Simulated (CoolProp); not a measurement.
Properties of hydrogen sulfide along the isobar 0.312 MPa.

Model: reference Helmholtz-energy equation of state, Lemmon 2006, in CoolProp. It is a short technical equation, of lower accuracy than the large ones.

| T (K) | phase | density (kg/m³) | Joule-Thomson coefficient (K/MPa) | isothermal compressibility (1/MPa) | expansivity (1/kK) | fugacity coefficient |
|---|---|---|---|---|---|---|
| 202.1 | liquid | 968.1 | -0.3310 | 0.0008845 | 1.775 | 0.1803 |
| 214 | liquid | 947.4 | -0.3184 | 0.001016 | 1.862 | 0.3374 |
| 225.9 | liquid | 926.1 | -0.3007 | 0.001177 | 1.966 | 0.5836 |
| 249.7 | gas | 5.351 | 26.52 | 3.356 | 4.616 | 0.9589 |
| 261.6 | gas | 5.075 | 23.62 | 3.332 | 4.309 | 0.9646 |
| 273.4 | gas | 4.831 | 21.22 | 3.313 | 4.052 | 0.9693 |
| 285.3 | gas | 4.610 | 19.17 | 3.298 | 3.829 | 0.9732 |
| 297.2 | gas | 4.410 | 17.42 | 3.286 | 3.634 | 0.9764 |
| 309.1 | gas | 4.227 | 15.91 | 3.276 | 3.462 | 0.9792 |
| 321 | gas | 4.061 | 14.59 | 3.268 | 3.307 | 0.9815 |
| 332.8 | gas | 3.908 | 13.45 | 3.261 | 3.169 | 0.9835 |
| 344.7 | gas | 3.767 | 12.43 | 3.255 | 3.043 | 0.9852 |
| 356.6 | gas | 3.635 | 11.52 | 3.249 | 2.927 | 0.9867 |
| 368.5 | gas | 3.513 | 10.72 | 3.245 | 2.821 | 0.9880 |
| 380.4 | gas | 3.399 | 9.998 | 3.241 | 2.723 | 0.9892 |
